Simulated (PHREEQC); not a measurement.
Solution (90 °C): 0.0015 mol/kgw Cu(NO3)2, 0.0041 mol/kgw HNO3 and 0.056 mol/kgw FeCl3. Closed to the air; pH follows from the charge balance.

Equilibrium calculation in PHREEQC: ion-association model, wateq4f.dat.

```
quantity                    before     after
------------------------  --------  --------
pH                            1.66      2.32
ionic strength (mol/kgw)     0.234     0.279
FeOH+2 (mol/kgw)            0.0118    0.0152
Fe2(OH)2+4 (mol/kgw)       0.00587   0.00961
Fe+3 (mol/kgw)             0.00447   0.00125
Cu+2 (mol/kgw)            0.000616  0.000890
SI of Goethite (FeOOH)       +4.48     +5.90
SI of Tenorite (CuO)         -6.09     -4.62
```

**Question.** Which change was made?
A) temperature from 90 to 45 °C
B) FeCl3 replaced by Fe2(SO4)3 at the same molality
C) Cu(NO3)2 from 0.0015 to 0.00075 mol/kgw
D) HNO3 from 0.0041 to 0.00615 mol/kgw

**Answer.** B, FeCl3 replaced by Fe2(SO4)3 at the same molality

Precipitation was switched off in this run. Some of these states are supersaturated (in Hematite (slow to form), Goethite (slow to form), for instance). Away from 25 °C the constants follow the database's enthalpies or fits; those with neither stay at their 25 °C values.
